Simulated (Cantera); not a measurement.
An isothermal, constant-pressure homogeneous reactor starts with 0.976 % H₂, 99.0 % O₂, equivalence ratio 0.0049, at 1200 K and 0.00178 atm.

Cantera simulation using GRI-Mech 3.0 (53 species, 325 reactions); the numbers are that mechanism's predictions, not measurements. Radical loss at walls, strong at low pressure, is not modelled.

x: mole fraction; the columns are a selection and need not sum to one.

| t (s) | x H₂ | x O₂ | x HO₂ | x H₂O | x H | x O | x H₂O₂ |
|---|---|---|---|---|---|---|---|
| 0.00100 | 0.00976 | 0.990 | 1.20e-9 | 1.33e-10 | 4.41e-10 | 8.91e-10 | <1e-12 |
| 0.00188 | 0.00976 | 0.990 | 2.26e-9 | 6.27e-10 | 6.25e-10 | 2.26e-9 | <1e-12 |
| 0.00355 | 0.00976 | 0.990 | 4.26e-9 | 2.87e-9 | 1.08e-9 | 6.05e-9 | <1e-12 |
| 0.00669 | 0.00976 | 0.990 | ___ | ___ | ___ | ___ | 2.80e-12 |
| 0.0126 | 0.00976 | 0.990 | 1.51e-8 | 1.05e-7 | 1.24e-8 | 1.08e-7 | 9.78e-12 |
| 0.0237 | 0.00976 | 0.990 | 2.91e-8 | 2.07e-6 | 2.09e-7 | 1.89e-6 | 3.38e-11 |
| 0.0447 | 0.00924 | 0.990 | ___ | ___ | ___ | ___ | 3.66e-10 |
| 0.0843 | 0.000228 | 0.981 | 1.59e-7 | 0.00867 | 0.000598 | 0.00802 | 5.22e-9 |
| 0.159 | 4.09e-5 | 0.981 | 1.22e-7 | 0.00912 | 0.000433 | 0.00855 | 2.52e-9 |
| 0.299 | 4.00e-5 | 0.981 | 1.21e-7 | 0.00913 | 0.000423 | 0.00843 | 2.50e-9 |
| 0.563 | 3.90e-5 | 0.981 | 1.19e-7 | 0.00914 | 0.000406 | 0.00821 | 2.50e-9 |
| 1.06 | 3.72e-5 | 0.982 | 1.17e-7 | 0.00917 | 0.000377 | 0.00781 | 2.49e-9 |
| 2.00 | 3.41e-5 | 0.983 | 1.12e-7 | 0.00921 | 0.000329 | 0.00712 | 2.48e-9 |

**Question.** Complete the blanks.

**Answer.** 
- 0.00669, x HO₂: 8.02e-9
- 0.00669, x H₂O: 1.45e-8
- 0.00669, x H: 2.63e-9
- 0.00669, x O: 1.99e-8
- 0.0447, x HO₂: 1.18e-7
- 0.0447, x H₂O: 0.000389
- 0.0447, x H: 4.04e-5
- 0.0447, x O: 0.000348
